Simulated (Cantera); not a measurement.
Input: 1 mol AlBr₃, 28 mol NH₃, 2.9 mol H₂, equilibrated at 850 K and 13.3 mbar.

Cantera equilibrium calculation (NASA polynomials, part measured and part estimated; ideal gas, pure solids and liquids). Candidate condensed phases: Al, AlBr₃, AlN, Br₂; 19 gas species. Kinetics and transport are ignored.

Base state: H₂ 0.726, N₂ 0.226, HBr 0.0468, AlBr₃ 0.00111 (mole fractions); condensed: AlN(s).

Q: What changes in the equilibrium state with this change: AlBr₃ replaced by Al(CH₃)₃?

A: 
```json
[
 {"species": "H₂", "before": "0.726", "after": "0.779"},
 {"species": "N₂", "before": "0.226", "after": "0.216"},
 {"species": "CH₄", "before": "0", "after": "0.00504"},
 {"species": "HBr", "before": "0.0468", "after": "0"},
 {"species": "AlBr₃", "before": "0.00111", "after": "0"},
 {"species": "AlN(s), mol", "before": "0.934", "after": "1.00"},
 {"species": "C(graphite), mol", "before": "0", "after": "2.68"}
]
```
The feed counts by its element totals alone. Further candidate phases: C, C₆H₆, C₇H₈, C₈H₁₈.

Q: What changes in the equilibrium state with this change: temperature from 850 K to 2148.15 K?

A: 
```tsv
species	before	after
H₂	0.726	0.696
N₂	0.226	0.225
H	<1e-9	0.0301
HBr	0.0468	0.0186
AlBr	<1e-9	0.0149
Br	7.31e-8	0.0146
Al	<1e-9	0.00111
AlH	<1e-9	2.22e-5
AlBr₃	0.00111	1.17e-6
AlN(s), mol	0.934	0
```
